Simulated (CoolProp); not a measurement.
Vapour-liquid equilibrium of CHF3 (R23) (1) + R134a (2) at 244.4 K; x and y are mole fractions of (1).

Computed with CoolProp (multi-fluid Helmholtz-energy mixture model, Penoncello 2003 and Tillner-Roth 1994; pair parameters Bell 2016).

**Question.** Give the bubble pressure and the first vapour's composition at x = 0.05, 0.45, 0.65. Is there an azeotrope?

**Answer.** x = 0.05: 1.309 bar, y = 0.338; x = 0.45: 4.788 bar, y = 0.879; x = 0.65: 6.721 bar, y = 0.941. No azeotrope shows between x = 0.05 and 0.95.

The pair parameters rest on a limited set of measurements; away from them the model extrapolates.
